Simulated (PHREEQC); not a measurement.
A solution holds 0.17 mol/kgw Na2S, at 20 °C. Closed to the air; pH follows from the charge balance.

Model: ion-association model, wateq4f.dat, run in PHREEQC.

No solid was allowed to form.

**Question.** What pH, activity of water does the model give?

**Answer.** pH 12.81; activity of water 0.990.

With this much S-2 the pH rests on the database's HS-/S-2 constant; if that pK is higher, the solution is more alkaline. The database's pK near 12.9 for HS-/S-2 is now thought far too low, so its S-2 is overstated. The polysulfide entries of wateq4f.dat were taken out for this run.
